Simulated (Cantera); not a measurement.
What does this Cantera script print?

```python
import numpy as np
import cantera as ct

gas = ct.Solution("gri30.yaml", transport_model="mixture-averaged")
show = ['C2H2', 'CH3', 'CH4']

rows = []
print(f"{'T/K':>7s}{'rho':>11s}{'cp':>10s}{'mu':>11s}{'lambda':>11s}{'Pr':>7s}" + "".join(f"{'D_' + s:>11s}" for s in show))
for T in [400, 550, 700, 850, 1000, 1150]:
    gas.TPX = T, 420, {'CH3OH': 0.91}
    Pr = gas.cp_mass * gas.viscosity / gas.thermal_conductivity
    D = [gas.mix_diff_coeffs_mole[gas.species_index(s)] for s in show]
    rows.append([gas.density, gas.cp_mass, gas.viscosity, gas.thermal_conductivity, Pr, *D])
    print(f"{T:7g}{gas.density:11.4e}{gas.cp_mass:10.1f}{gas.viscosity:11.4e}"
          f"{gas.thermal_conductivity:11.4e}{Pr:7.3f}" + "".join(f"{d:11.4e}" for d in D))
print("SI units: kg/m3, J/kg/K, Pa s, W/m/K, m2/s")
```

Result:

```
    T/K        rho        cp         mu     lambda     Pr     D_C2H2      D_CH3      D_CH4
    400 4.0465e-03    1604.1 1.3101e-05 2.8202e-02  0.745 4.9142e-03 6.8243e-03 6.8001e-03
    550 2.9429e-03    1982.5 1.8084e-05 4.8173e-02  0.744 9.0289e-03 1.2374e-02 1.2322e-02
    700 2.3123e-03    2314.0 2.2798e-05 7.0521e-02  0.748 1.4105e-02 1.9154e-02 1.9066e-02
    850 1.9042e-03    2568.5 2.7200e-05 9.3604e-02  0.746 2.0034e-02 2.7031e-02 2.6899e-02
   1000 1.6186e-03    2798.1 3.1307e-05 1.1666e-01  0.751 2.6737e-02 3.5911e-02 3.5727e-02
   1150 1.4075e-03    2978.0 3.5151e-05 1.3931e-01  0.751 3.4157e-02 4.5722e-02 4.5482e-02
SI units: kg/m3, J/kg/K, Pa s, W/m/K, m2/s
```

Detailed kinetics in Cantera: GRI-Mech 3.0 (53 species, 325 reactions). Polar gases are described roughly by these parameters. The composition is frozen, though it would react at the higher temperatures.
